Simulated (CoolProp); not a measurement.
Vapour-liquid equilibrium of R143a (1) + n-butane (2) at 320.4 K; x and y are mole fractions of (1).

Computed with CoolProp (multi-fluid Helmholtz-energy mixture model, Lemmon and Jacobsen 2000 and Bücker 2006; pair parameters Bell 2016).

```csv
x,"bubble pressure, mixture model (kPa)","bubble pressure, Raoult's law (kPa)","y, mixture model","y, Raoult's law"
0.05,679.2,546.5,0.314,0.198
0.15,1011,717.2,0.542,0.453
0.25,1244,887.8,0.635,0.610
0.35,1415,1059,0.690,0.717
0.45,1553,1229,0.731,0.794
0.55,1675,1400,0.767,0.852
0.65,1791,1571,0.805,0.897
0.75,1905,1741,0.848,0.934
0.85,2018,1912,0.899,0.964
0.95,2122,2083,0.963,0.989
```

The largest gap from Raoult's law is +41.0 % in bubble pressure, at x = 0.15. No azeotrope shows between x = 0.05 and 0.95.

The pair parameters rest on a limited set of measurements; away from them the model extrapolates.
